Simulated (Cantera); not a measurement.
A Cantera script and what it prints.

```python
import numpy as np
import cantera as ct

gas_names = """
    C CO CO2 C2 C2O C3 C3O2 C4 C5 O O2 O3 Si SiC SiC2 SiO SiO2 Si2 Si2C Si3
""".split()
cond_names = """
    C(gr) Si(cr) Si(L) SiC(b) SiO2(Lqz) SiO2(hqz) SiO2(L)
""".split()


# ... load() reads the species with a 1 bar reference pressure and builds the phases ...
atoms = {
    'SiO2': {'Si': 1, 'O': 2},
    'C': {'C': 1},
    'CO': {'C': 1, 'O': 1},
}
top_T = {'C(gr)': 4500, 'SiC(b)': 3050}  # K; cautious upper limits of use, not melting points


# ... equilibrate(T, P, feed) seeds the gas with the atoms and calls Mixture.equilibrate('TP', solver="vcs", rtol=1e-11, max_steps=5000) ...
results = []
feed = {'SiO2': 1, 'C': 4.9, 'CO': 0.88}  # mol
T = 1075  # K
P = 1000  # Pa
mix = equilibrate(T, P, feed)
results.append((T, P, feed, dict(zip(mix.species_names, mix.species_moles))))
print(gas.report(threshold=1e-06))
for i in range(1, mix.n_phases):
    print(f"{mix.phase(i).name:16s} {mix.phase_moles(i):12.5e} mol")
```

Output:

```
       temperature   1075 K
          pressure   1000 Pa
           density   0.0031362 kg/m^3
  mean mol. weight   28.032 kg/kmol
   phase of matter   gas

                          1 kg             1 kmol
                     ---------------   ---------------
          enthalpy       -3.0931e+06       -8.6704e+07  J
   internal energy       -3.4119e+06       -9.5642e+07  J
           entropy            9823.9        2.7538e+05  J/K
    Gibbs function       -1.3654e+07       -3.8274e+08  J
 heat capacity c_p            1196.9             33552  J/K
 heat capacity c_v            900.33             25238  J/K

                      mass frac. Y      mole frac. X     chem. pot. / RT
                     ---------------   ---------------   ---------------
                CO           0.99787           0.99864           -42.765
               CO2          0.002128         0.0013555           -83.903
     [  +18 minor]        6.4566e-12        4.1039e-12

C(gr)             4.90119e+00 mol
Si(cr)            0.00000e+00 mol
SiC(b)            0.00000e+00 mol
SiO2(hqz)         1.00000e+00 mol
```

Cantera equilibrium calculation (NASA polynomials, part measured and part estimated; ideal gas, pure solids and liquids).
